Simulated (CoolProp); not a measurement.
A single-stage vapour-compression cycle with R124: evaporating at 267.15 K (dew point), condensing at 299.15 K (bubble point), superheat 0 K, subcooling 2 K, compressor efficiency 0.8, no pressure losses. Each further row changes one setting.

Model: reference Helmholtz-energy equation of state, de Vries 1995, in CoolProp.

```csv
case,cooling COP,pressure ratio,discharge temperature (K),refrigerating effect (kJ/kg),volumetric capacity (kJ/m³)
as stated,5.87,3.05,303.8,130,1090
evaporating temperature 272.15 K,7.24,2.51,302.7,133,…
condensing temperature 294.15 K,…,2.61,298.4,136,1130
subcooling 7 K,6.12,3.05,303.8,136,1130
superheat 10 K,…,3.05,314.0,137,1100
compressor efficiency 0.7,5.14,3.05,…,130,1090
```

Question: What belongs in the gaps?

Answer: 
- evaporating temperature 272.15 K, volumetric capacity (kJ/m³): 1340
- condensing temperature 294.15 K, cooling COP: 7.14
- superheat 10 K, cooling COP: 5.92
- compressor efficiency 0.7, discharge temperature (K): 307.7
